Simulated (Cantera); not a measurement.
Charge: 1 mol AlN, 0.023 mol H₂, at 1000 Pa.

Cantera equilibrium calculation (NASA polynomials, part measured and part estimated; ideal gas, pure solids and liquids). Candidate condensed phases: Al, AlN; 13 gas species. Rates play no part.

Which condensed phases are stable at each of these points (T (K)): 1698, 1798, 1898, 1998, 2098, 2198, 2298, 2398, 2498, 2598, 2698, 2798, 2898, 2998?


```json
[
 {"T (K)": "1698", "condensed phases": "AlN(s)", "Al condensed (%)": "100.0"},
 {"T (K)": "1798", "condensed phases": "AlN(s)", "Al condensed (%)": "100.0"},
 {"T (K)": "1898", "condensed phases": "AlN(s)", "Al condensed (%)": "99.9"},
 {"T (K)": "1998", "condensed phases": "AlN(s)", "Al condensed (%)": "99.7"},
 {"T (K)": "2098", "condensed phases": "AlN(s)", "Al condensed (%)": "98.6"},
 {"T (K)": "2198", "condensed phases": "gas only", "Al condensed (%)": "0.0"},
 {"T (K)": "2298", "condensed phases": "gas only", "Al condensed (%)": "0.0"},
 {"T (K)": "2398", "condensed phases": "gas only", "Al condensed (%)": "0.0"},
 {"T (K)": "2498", "condensed phases": "gas only", "Al condensed (%)": "0.0"},
 {"T (K)": "2598", "condensed phases": "gas only", "Al condensed (%)": "0.0"},
 {"T (K)": "2698", "condensed phases": "gas only", "Al condensed (%)": "0.0"},
 {"T (K)": "2798", "condensed phases": "gas only", "Al condensed (%)": "0.0"},
 {"T (K)": "2898", "condensed phases": "gas only", "Al condensed (%)": "0.0"},
 {"T (K)": "2998", "condensed phases": "gas only", "Al condensed (%)": "0.0"}
]
```

From 1698 K to 2098 K the condensed part is AlN(s). From 2198 K to 2998 K nothing is condensed.
